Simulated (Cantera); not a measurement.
Charge: 1 mol TiO2, 14 mol CO, held at 1850 K and 0.00133 bar.

Equilibrium computed with Cantera from the NASA thermochemical tables; the gas is ideal and each condensed phase is pure. Candidate condensed phases: C, Ti, TiC, TiO, TiO2, Ti2O3, Ti3O5, Ti4O7; 15 gas species. Condensed phases not in the tables: Magnéli phases beyond Ti4O7. The numbers say what is thermodynamically allowed, not how fast it happens.

Base state: CO 0.982, CO2 0.0179 (mole fractions); condensed: Ti4O7(s).

### Question
What changes in the equilibrium state with this change: temperature from 1850 K to 950 K?

### Answer
```tsv
species	before	after
CO	0.982	0.998
CO2	0.0179	0.00222
Ti4O7(s), mol	0.250	0
C(graphite), mol	0	0.0310
TiO2(rutile), mol	0	1.00
```

### Question
What changes in the equilibrium state with this change: TiO2 replaced by Cu2O?

### Answer
| species | before | after |
|---|---|---|
| CO | 0.982 | 0.813 |
| Cu | 0 | 0.125 |
| CO2 | 0.0179 | 0.0625 |
| Cu2 | 0 | 5.18e-5 |
| Ti4O7(s), mol | 0.250 | 0 |
Further candidate phases: Cu, CuO, Cu2O.
